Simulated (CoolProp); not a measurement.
Values from CoolProp's reference Helmholtz-energy equation of state, Thol 2019.

### Question
For decamethylcyclopentasiloxane (D5), give the phase and the cp (kJ/(kg K)) at 620 K and 2490 kPa; 620 K and 9120 kPa; 620 K and 9950 kPa.

### Answer
- 620 K and 2490 kPa: supercritical; cp 2.27
- 620 K and 9120 kPa: supercritical; cp 2.15
- 620 K and 9950 kPa: supercritical; cp 2.15
